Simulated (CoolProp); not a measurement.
Vapour-liquid equilibrium of acetone (1) + n-hexane (2) at 6.3 bar; x and y are mole fractions of (1).

The numbers come from the multi-fluid Helmholtz-energy mixture model, Lemmon 2006 and Thol 2019; pair parameters Bell 2016 in CoolProp.

```tsv
x	bubble temperature (K)	y at the bubble point	dew temperature at overall composition x (K)	liquid density (mol/L)
0.05	407.9	0.143	412.0	6.379
0.2	397.1	0.385	405.4	6.928
0.35	(withheld)	0.505	(withheld)	7.494
0.5	390.1	0.586	392.5	8.146
0.65	389.3	0.661	389.4	8.932
0.8	389.9	0.756	390.5	9.883
0.95	(withheld)	0.916	393.7	(withheld)
```

Q: Some entries are withheld; supply them.

A: 
- 0.35, bubble temperature (K): 392.3
- 0.35, dew temperature at overall composition x (K): 398.6
- 0.95, bubble temperature (K): 392.9
- 0.95, liquid density (mol/L): 11.01

y crosses x between x = 0.65 and 0.8: the model has an azeotrope there.

The pair parameters rest on a limited set of measurements; away from them the model extrapolates.
